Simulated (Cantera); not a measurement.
Input: 1 mol Si3N4, 0.23 mol CO2, 1.2 mol H2, at 0.410 Pa.

Cantera equilibrium calculation (NASA polynomials, part measured and part estimated; ideal gas, pure solids and liquids). Candidate condensed phases: C, C6H6, C7H8, C8H18, H2O, Si, SiC, SiO2, Si2N2O, Si3N4; 151 gas species. Mutual solubility and eutectic melting of coexisting phases are not modelled. The tables' values for SiN are old estimates; treat these amounts as uncertain. Equilibrium is a limit: real reactors are often held back by kinetics, nucleation or transport.

x: gas mole fraction; n: condensed amount in mol.

| T (K) | x H2 | x N2 | x Si | x SiO | x H | n SiC(s) | n Si2N2O(s) | n Si3N4(s) | n Si(s) | n Si(l) |
|---|---|---|---|---|---|---|---|---|---|---|
| 973 | 0.796 | 0.204 | <1e-12 | 8.14e-12 | 4.77e-7 | 0.230 | 0.460 | 0.617 | 0 | 0 |
| 1048 | 0.796 | 0.204 | 1.45e-12 | 1.46e-9 | 3.41e-6 | 0.230 | 0.460 | 0.617 | 0 | 0 |
| 1123 | 0.796 | 0.204 | 3.01e-10 | 1.30e-7 | 1.88e-5 | 0.230 | 0.460 | 0.617 | 0 | 0 |
| 1198 | 0.796 | 0.204 | 3.17e-8 | 6.51e-6 | 8.38e-5 | 0.230 | 0.460 | 0.617 | 0 | 0 |
| 1273 | 0.796 | 0.204 | 1.92e-6 | 0.000204 | 0.000314 | 0.230 | 0.460 | 0.617 | 0 | 0 |
| 1348 | 0.585 | 0.411 | 4.59e-5 | 0.00342 | 0.000874 | 0.230 | 0.453 | 0.352 | ___ | 0 |
| 1423 | 0.326 | 0.546 | 0.000373 | 0.123 | 0.00187 | 0.221 | 0 | 0 | 2.33 | 0 |
| 1498 | 0.324 | 0.544 | 0.00245 | 0.122 | 0.00483 | 0.218 | 0 | 0 | 2.32 | 0 |
| 1573 | 0.316 | 0.536 | 0.0134 | 0.119 | 0.0113 | 0.214 | 0 | 0 | 2.29 | 0 |
| 1648 | 0.291 | 0.505 | 0.0628 | 0.111 | 0.0237 | 0.209 | 0 | 0 | ___ | 0 |
| 1723 | 0.220 | 0.402 | 0.240 | 0.0870 | 0.0422 | 0.194 | 0 | 0 | ___ | 1.14 |

Problem. What belongs in the gaps?

Solution. 
- 1348, n Si(s): 0.801
- 1648, n Si(s): 2.10
- 1723, n Si(s): 0
